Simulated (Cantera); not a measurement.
# Adiabatic ignition

An adiabatic, constant-volume homogeneous reactor starts with 11.7 % CO, 12.9 % H2, 4.80 % CH4, 14.6 % O2, 54.9 % N2, 1.17 % C2H6, equivalence ratio 1.8, at 1123 K and 9.40 bar.

Cantera simulation using GRI-Mech 3.0 (53 species, 325 reactions); the numbers are that mechanism's predictions, not measurements.

```tsv
t (s)	T (K)	P (bar)	x CO	x H2	x CH4	x OH	x CO2	x H2O
6.00e-6	1123	9.40	0.117	0.129	0.0480	2.24e-10	2.45e-8	3.69e-8
1.79e-5	1123	9.40	0.117	0.129	0.0480	5.54e-10	1.60e-7	2.27e-7
5.34e-5	1123	9.40	0.117	0.129	0.0480	2.12e-9	1.59e-6	2.07e-6
0.000159	1124	9.40	0.117	0.129	0.0480	2.34e-8	3.24e-5	4.36e-5
0.000475	1234	10.3	0.115	0.124	0.0454	6.05e-6	0.00284	0.0109
0.00142	2912	24.5	0.145	0.0814	2.10e-10	0.00452	0.0424	0.172
0.00423	2912	24.5	0.145	0.0814	2.10e-10	0.00452	0.0424	0.172
0.0126	2912	24.5	0.145	0.0814	2.10e-10	0.00452	0.0424	0.172
0.0377	2912	24.5	0.145	0.0814	2.10e-10	0.00452	0.0424	0.172
0.112	2912	24.5	0.145	0.0814	2.10e-10	0.00452	0.0424	0.172
0.335	2912	24.5	0.145	0.0814	2.10e-10	0.00452	0.0424	0.172
1.00	2912	24.5	0.145	0.0814	2.10e-10	0.00452	0.0424	0.172
```
x: mole fraction; the columns are a selection and need not sum to one.

| Property | Result |
|---|---|
| time of steepest temperature rise | 0.504 ms |
| temperature at 1.00 s | 2912 K |
| equilibrium temperature | 2912 K |
| x(CO) at 1.00 s | 0.145 (gas-phase equilibrium 0.145) |
| x(H2) at 1.00 s | 0.0814 (gas-phase equilibrium 0.0814) |
| x(CH4) at 1.00 s | 2.10e-10 (gas-phase equilibrium 2.36e-10) |
